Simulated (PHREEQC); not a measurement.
Consider water at 25 °C with 0.26 mol/kgw H2SO4, 0.036 mol/kgw LiCl and 0.12 mol/kgw MnSO4. It is in equilibrium with CO2 at log p = 0 (atm). Otherwise closed; pH follows from the charge balance.

Computed with PHREEQC (ion-association model, wateq4f.dat).

This is a speciation only: nothing precipitates in the calculation.

Question: Estimate the pH.

Answer: pH 0.75.

Question: In which forms is Mn present?

Answer: Mn+2 69 %, MnSO4 28 %, MnCl+ 2.1 % of the Mn.
